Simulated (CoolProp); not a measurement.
A single-stage vapour-compression cycle with R236FA: evaporating at 313.15 K (dew point), condensing at 346.15 K (bubble point), superheat 10 K, subcooling 5 K, compressor efficiency 0.7, no pressure losses. Each further row changes one setting.

Computed with CoolProp (reference Helmholtz-energy equation of state, Pan 2012).

| case | cooling COP | pressure ratio | discharge temperature (K) | refrigerating effect (kJ/kg) | volumetric capacity (kJ/m³) |
|---|---|---|---|---|---|
| as stated | 5.63 | 2.42 | 354.2 | 109 | 3030 |
| evaporating temperature 318.15 K | 6.95 | 2.09 | 354.4 | 112 | 3620 |
| condensing temperature 341.15 K | 6.90 | 2.14 | 349.6 | 116 | 3220 |
| subcooling 10 K | 5.98 | 2.42 | 354.2 | 116 | 3220 |
| superheat 20 K | 5.80 | 2.42 | 363.9 | 118 | 3150 |
| compressor efficiency 0.6 | 4.83 | 2.42 | 357.2 | 109 | 3030 |
